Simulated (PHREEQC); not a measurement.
Dissolve 0.0017 mol/kgw H2SO4, 0.0025 mol/kgw CaCl2, 0.00013 mol/kgw CuCl2 and 0.0041 mol/kgw FeSO4 at 25 °C. Closed to the air; pH follows from the charge balance.

All values are PHREEQC results (ion-association model, wateq4f.dat), not measurements.

Precipitation was switched off in this run.

### Question
Order these S species by the share of S that they hold, largest first: HSO4-, CaSO4, SO4-2, CuSO4, FeSO4.

### Answer
SO4-2 (67 %), FeSO4 (13 %), HSO4- (10 %), CaSO4 (8.6 %), CuSO4 (0.46 %)

### Question
Order these Ca species by the share of Ca that they hold, largest first: CaSO4, Ca+2, CaHSO4+.

### Answer
Ca+2 (80 %), CaSO4 (20 %), CaHSO4+ (0.33 %)

The pH is 2.61 and the ionic strength 0.0230 mol/kgw.
